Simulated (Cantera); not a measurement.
Input (Python, Cantera):

```python
import numpy as np
import cantera as ct

gas = ct.Solution("h2o2.yaml")
gas.TPX = 1250, 87000, {'H2': 1, 'O2': 1, 'N2': 3.76}
reactor = ct.IdealGasConstPressureReactor(gas, energy="on", clone=False)
net = ct.ReactorNet([reactor])
net.rtol, net.atol = 1e-08, 1e-16
show = ['H2', 'O2', 'HO2', 'H2O', 'H']
times = np.geomspace(3e-06, 0.5, 11)

steps = ct.SolutionArray(gas, extra=["t"])
rows = []
print(f"{'t/s':>10s}{'T/K':>9s}{'P/Pa':>11s}" + "".join(f"{s:>11s}" for s in show))
for t in times:
    while net.time < t:
        t_next = net.step()
        steps.append(gas.state, t=t_next)
    rows.append([np.interp(t, steps.t, y) for y in (steps.T, steps.P, *steps(*show).X.T)])
    print(f"{t:10.3e}{rows[-1][0]:9.1f}{rows[-1][1]:11.4g}" + "".join(f"{x:11.3e}" for x in rows[-1][2:]))
rate = np.gradient(steps.T, steps.t)
print("integrator steps:", len(steps.t))
if steps.T.max() > steps.T[0] + 200:
    print(f"time of steepest temperature rise: {steps.t[rate.argmax()]:.4e} s")
gas.TPX = 1250, 87000, {'H2': 1, 'O2': 1, 'N2': 3.76}
gas.equilibrate("HP")
print(f"equilibrium (HP): T = {gas.T:.1f} K  " + "  ".join(f"{s} {gas[s].X[0]:.3e}" for s in show))
```

Result:

```
       t/s      T/K       P/Pa         H2         O2        HO2        H2O          H
 3.000e-06   1250.0    8.7e+04  1.736e-01  1.736e-01  1.453e-08  9.639e-09  1.827e-08
 9.984e-06   1250.0    8.7e+04  1.736e-01  1.736e-01  8.813e-08  4.648e-07  3.773e-07
 3.323e-05   1257.4    8.7e+04  1.670e-01  1.706e-01  5.641e-05  4.755e-03  3.221e-03
 1.106e-04   2125.2    8.7e+04  1.110e-02  8.865e-02  1.208e-05  1.584e-01  1.127e-02
 3.680e-04   2365.1    8.7e+04  3.238e-03  9.089e-02  6.843e-06  1.779e-01  1.402e-03
 1.225e-03   2393.2    8.7e+04  2.232e-03  9.154e-02  7.447e-06  1.806e-01  7.862e-04
 4.076e-03   2393.2    8.7e+04  2.231e-03  9.154e-02  7.448e-06  1.806e-01  7.858e-04
 1.356e-02   2393.2    8.7e+04  2.231e-03  9.154e-02  7.448e-06  1.806e-01  7.858e-04
 4.514e-02   2393.2    8.7e+04  2.231e-03  9.154e-02  7.448e-06  1.806e-01  7.858e-04
 1.502e-01   2393.2    8.7e+04  2.231e-03  9.154e-02  7.448e-06  1.806e-01  7.858e-04
 5.000e-01   2393.2    8.7e+04  2.231e-03  9.154e-02  7.448e-06  1.806e-01  7.858e-04
integrator steps: 1175
time of steepest temperature rise: 4.2492e-05 s
equilibrium (HP): T = 2393.2 K  H2 2.231e-03  O2 9.154e-02  HO2 7.448e-06  H2O 1.806e-01  H 7.858e-04
```

Detailed kinetics in Cantera: the H2/O2 subset of GRI-Mech 3.0, which has no nitrogen chemistry.
